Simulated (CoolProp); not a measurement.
The fluid at 293.15 K and 7.54 MPa flows at 3.5 m/s in a round tube of 6 mm bore and 45 µm roughness, fully developed (64/Re and Nu = 3.66 if laminar; Colebrook and Gnielinski if turbulent). The same conditions are run with several fluids, on thermodynamics alone (safety and materials aside).

Computed with CoolProp (reference Helmholtz-energy equation of state of each fluid (CH2F2 (R32): Tillner-Roth 1997; R227EA: Lemmon 2016; propylene: Lemmon 2013; m-xylene: Zhou 2012; n-heptane: Span 2003)).

```
fluid        Reynolds number  Darcy friction factor  pressure drop (Pa/m)  heat-transfer coefficient (W/(m² K))  mass flow (kg/h)
-----------  ---------------  ---------------------  --------------------  ------------------------------------  ----------------
CH2F2 (R32)           161000                 0.0349                   ___                                 20600               360
R227EA                103000                 0.0352                   ___                                  9340               ___
propylene             101000                 0.0352                 19100                                 12400               190
m-xylene               27900                 0.0369                 32800                                  6230               310
n-heptane              32500                 0.0366                 25800                                  6750               ___
```

What belongs in the gaps?


- CH2F2 (R32), pressure drop (Pa/m): 36100
- R227EA, pressure drop (Pa/m): 52200
- R227EA, mass flow (kg/h): 518
- n-heptane, mass flow (kg/h): 246

Transport values come from each fluid's own correlations; those of CH2F2 (R32), R227EA, propylene are estimates that may be off by 10 % or more.
